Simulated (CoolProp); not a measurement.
The fluid at 300 K and 0.598 MPa is throttled through a valve to 0.182 MPa with no heat exchange. The same conditions are run with several fluids, on thermodynamics alone (safety and materials aside).

Computed with CoolProp (reference Helmholtz-energy equation of state of each fluid (octamethylcyclotetrasiloxane (D4): Thol 2015; octamethyltrisiloxane (MDM): Thol 2017; isobutane: Bücker 2006; m-xylene: Zhou 2012; the fluoroketone C6F12O (FK-5-1-12): McLinden 2015)).

| fluid | temperature change (K) | final phase | final density (kg/m³) |
|---|---|---|---|
| octamethylcyclotetrasiloxane (D4) | +0.2 | liquid | … |
| octamethyltrisiloxane (MDM) | +0.2 | liquid | 813 |
| isobutane | … | two-phase, vapour fraction 0.154 | … |
| m-xylene | +0.2 | liquid | … |
| the fluoroketone C6F12O (FK-5-1-12) | … | liquid | … |

**Question.** Fill in the missing entries.

**Answer.** 
- octamethylcyclotetrasiloxane (D4), final density (kg/m³): 949
- isobutane, temperature change (K): -22.6
- isobutane, final density (kg/m³): 30.4
- m-xylene, final density (kg/m³): 858
- the fluoroketone C6F12O (FK-5-1-12), temperature change (K): +0.1
- the fluoroketone C6F12O (FK-5-1-12), final density (kg/m³): 1600
